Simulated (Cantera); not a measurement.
Cantera run, input and output.

```python
import numpy as np
import cantera as ct

gas = ct.Solution("gri30.yaml")
gas.TPX = 300, 800000, {'CH4': 1, 'O2': 1.54, 'N2': 5.78}
flame = ct.FreeFlame(gas, width=0.0093)
flame.set_refine_criteria(ratio=3, slope=0.08, curve=0.16)
flame.transport_model = "mixture-averaged"
flame.solve(loglevel=0, auto=True)
z, T = flame.grid, flame.T
thick = (T[-1] - T[0]) / np.gradient(T, z).max()
show = ['CH4', 'O2', 'CH2O', 'HCO', 'CH2CO', 'NO']
print(f"laminar burning velocity  {flame.velocity[0] * 100:.3f} cm/s")
print(f"burnt temperature         {T[-1]:.1f} K")
print(f"thermal thickness         {thick * 1e3:.4f} mm")
print(f"grid points               {len(z)}")
z0 = z[flame.heat_release_rate.argmax()]
print(f"{'z/mm':>9s}{'T/K':>9s}{'u/(m/s)':>9s}" + "".join(f"{s:>11s}" for s in show))
rows = []
for k in (-3, -2, -1.5, -1, -0.5, -0.25, 0, 0.25, 0.5, 1, 2, 4, 8):
    zz = z0 + k * thick
    rows.append([k * thick, np.interp(zz, z, T), np.interp(zz, z, flame.velocity),
                 *(np.interp(zz, z, flame.X[gas.species_index(s)]) for s in show)])
    print(f"{rows[-1][0] * 1e3:9.3f}{rows[-1][1]:9.1f}{rows[-1][2]:9.3f}" + "".join(f"{x:11.3e}" for x in rows[-1][3:]))
```

It prints:

```
laminar burning velocity  8.174 cm/s
burnt temperature         2062.4 K
thermal thickness         0.2162 mm
grid points               135
     z/mm      T/K  u/(m/s)        CH4         O2       CH2O        HCO      CH2CO         NO
   -0.649    300.2    0.082  1.200e-01  1.849e-01  2.229e-08  1.932e-22  9.095e-10  3.601e-12
   -0.432    304.9    0.083  1.193e-01  1.840e-01  1.332e-06  1.034e-17  7.908e-08  1.159e-10
   -0.324    329.6    0.091  1.171e-01  1.818e-01  1.352e-05  1.811e-15  1.009e-06  9.691e-10
   -0.216    490.5    0.136  1.062e-01  1.691e-01  1.654e-04  8.600e-13  1.683e-05  1.948e-08
   -0.108   1044.4    0.296  6.884e-02  1.169e-01  1.086e-03  1.536e-08  1.607e-04  7.924e-07
   -0.054   1469.2    0.420  3.819e-02  6.994e-02  1.192e-03  9.437e-07  3.569e-04  2.722e-06
    0.000   1842.6    0.531  1.207e-02  2.513e-02  3.124e-04  2.272e-06  3.093e-04  5.006e-06
    0.054   2003.1    0.577  3.548e-03  6.193e-03  7.455e-05  9.061e-07  7.626e-05  7.998e-06
    0.108   2046.8    0.589  1.820e-03  1.722e-03  2.662e-05  2.943e-07  2.513e-05  1.022e-05
    0.216   2064.1    0.594  1.035e-03  2.422e-04  8.047e-06  7.852e-08  7.075e-06  1.239e-05
    0.432   2066.1    0.594  5.830e-04  1.240e-05  3.085e-06  3.899e-08  2.689e-06  1.491e-05
    0.865   2064.3    0.594  2.469e-04  5.273e-07  1.195e-06  3.079e-08  1.004e-06  1.931e-05
    1.730   2062.9    0.594  4.852e-05  4.292e-07  2.341e-07  2.772e-08  1.629e-07  2.602e-05
```

Computed with Cantera and GRI-Mech 3.0 (53 species, 325 reactions). Burning velocities carry a grid error of a few per cent, more on coarse grids.
